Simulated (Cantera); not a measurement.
A perfectly stirred reactor is fed with H2 : O2 : N2 : NO = 1 : 0.617 : 6.79 : 0.011 (molar parts), at 1.01 bar; it is adiabatic with a 700 K inlet, and is followed from long to short residence time, starting on the burning branch (τ in s: 0.024, 0.01, 0.0044, 0.0019, 0.00083, 0.00036, 0.00015, 6.7e-05, 2.9e-05, 1.2e-05, 5.4e-06).

Model: GRI-Mech 3.0 (53 species, 325 reactions), integrated in Cantera. The mechanism lacks 2 NO + O2 → 2 NO2 and HONO, so NO2 and the effect of NO are under-described below about 1400 K.

### Question
What does this change do: N2 6.79 to 11 parts?

### Answer
```
quantity                                                                      before                                 after
------------------------------------------------  ----------------------------------  ------------------------------------
blow-out, bracketed by the residence times tried  burning at 67.0 µs, out at 29.0 µs  burning at 0.360 ms, out at 0.150 ms
x(H2) at τ = 24.0 ms                                                         0.00119                              0.000982
x(O2) at τ = 24.0 ms                                                          0.0150                                0.0100
x(NO) at τ = 24.0 ms                                                         0.00137                              0.000887
x(H) at τ = 24.0 ms                                                         0.000277                              0.000216
x(OH) at τ = 24.0 ms                                                         0.00117                              0.000352
x(H2) at τ = 0.360 ms                                                         0.0108                                0.0150
x(O2) at τ = 0.360 ms                                                         0.0202                                0.0176
x(NO) at τ = 0.360 ms                                                        0.00137                              0.000894
x(H) at τ = 0.360 ms                                                         0.00832                               0.00462
x(OH) at τ = 0.360 ms                                                        0.00253                              0.000636
```

### Question
What does this change do: pressure from 1.01 bar to 0.370 bar?

### Answer
```csv
quantity,before,after
"blow-out, bracketed by the residence times tried","burning at 67.0 µs, out at 29.0 µs","burning at 0.360 ms, out at 0.150 ms"
x(H2) at τ = 24.0 ms,0.00119,0.00348
x(O2) at τ = 24.0 ms,0.0150,0.0159
x(NO) at τ = 24.0 ms,0.00137,0.00137
x(H) at τ = 24.0 ms,0.000277,0.00173
x(OH) at τ = 24.0 ms,0.00117,0.00205
x(H2) at τ = 0.360 ms,0.0108,0.0217
x(O2) at τ = 0.360 ms,0.0202,0.0281
x(NO) at τ = 0.360 ms,0.00137,0.00135
x(H) at τ = 0.360 ms,0.00832,0.0209
x(OH) at τ = 0.360 ms,0.00253,0.00192
```
